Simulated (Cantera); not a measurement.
Cantera run, input and output.

```python
import numpy as np
import cantera as ct

gas = ct.Solution("gri30.yaml")
gas.TPX = 475, 500000, {'CO': 1, 'H2': 0.59, 'O2': 1.06, 'N2': 4.13}
flame = ct.FreeFlame(gas, width=0.013)
flame.set_refine_criteria(ratio=3, slope=0.08, curve=0.16)
flame.transport_model = "unity-Lewis-number"
flame.solve(loglevel=0, auto=True)
z, T = flame.grid, flame.T
thick = (T[-1] - T[0]) / np.gradient(T, z).max()
show = ['CO', 'H2', 'O2', 'H2O', 'NO', 'OH']
print(f"laminar burning velocity  {flame.velocity[0] * 100:.3f} cm/s")
print(f"burnt temperature         {T[-1]:.1f} K")
print(f"thermal thickness         {thick * 1e3:.4f} mm")
print(f"grid points               {len(z)}")
z0 = z[flame.heat_release_rate.argmax()]
print(f"{'z/mm':>9s}{'T/K':>9s}{'u/(m/s)':>9s}" + "".join(f"{s:>11s}" for s in show))
rows = []
for k in (-3, -2, -1.5, -1, -0.5, -0.25, 0, 0.25, 0.5, 1, 2, 4, 8):
    zz = z0 + k * thick
    rows.append([k * thick, np.interp(zz, z, T), np.interp(zz, z, flame.velocity),
                 *(np.interp(zz, z, flame.X[gas.species_index(s)]) for s in show)])
    print(f"{rows[-1][0] * 1e3:9.3f}{rows[-1][1]:9.1f}{rows[-1][2]:9.3f}" + "".join(f"{x:11.3e}" for x in rows[-1][3:]))
```

Result:

```
laminar burning velocity  88.021 cm/s
burnt temperature         2271.3 K
thermal thickness         0.0884 mm
grid points               119
     z/mm      T/K  u/(m/s)         CO         H2         O2        H2O         NO         OH
   -0.265    475.1    0.880  1.475e-01  8.702e-02  1.563e-01  3.673e-06  7.688e-11  4.079e-15
   -0.177    475.9    0.882  1.475e-01  8.697e-02  1.563e-01  5.845e-05  1.231e-09  7.407e-13
   -0.133    478.3    0.886  1.474e-01  8.681e-02  1.562e-01  2.275e-04  4.863e-09  8.893e-12
   -0.088    495.0    0.916  1.467e-01  8.574e-02  1.553e-01  1.366e-03  3.189e-08  5.601e-10
   -0.044    654.6    1.200  1.404e-01  7.536e-02  1.472e-01  1.246e-02  4.786e-07  6.860e-07
   -0.022    959.3    1.726  1.274e-01  5.391e-02  1.305e-01  3.529e-02  2.169e-06  1.412e-04
    0.000   1385.4    2.423  1.023e-01  1.955e-02  1.011e-01  7.002e-02  5.666e-06  2.064e-03
    0.022   1659.7    2.849  7.530e-02  5.181e-03  7.957e-02  8.446e-02  1.043e-05  4.585e-03
    0.044   1814.6    3.080  5.581e-02  3.507e-03  6.897e-02  8.677e-02  1.492e-05  5.908e-03
    0.088   1980.3    3.321  3.508e-02  3.002e-03  5.897e-02  8.855e-02  2.208e-05  6.752e-03
    0.177   2115.1    3.512  2.025e-02  1.981e-03  5.221e-02  9.153e-02  3.189e-05  6.128e-03
    0.354   2201.7    3.631  1.108e-02  1.082e-03  4.825e-02  9.410e-02  4.458e-05  4.778e-03
    0.707   2249.6    3.697  5.861e-03  5.829e-04  4.607e-02  9.566e-02  6.056e-05  3.631e-03
```

Detailed kinetics in Cantera: GRI-Mech 3.0 (53 species, 325 reactions). The hydrogen kinetics of GRI-Mech 3.0 are dated; newer H2 mechanisms differ, most at raised pressure. Unity Lewis numbers drop preferential diffusion, which matters most where H2 and H carry the flame. Burning velocities carry a grid error of a few per cent, more on coarse grids.
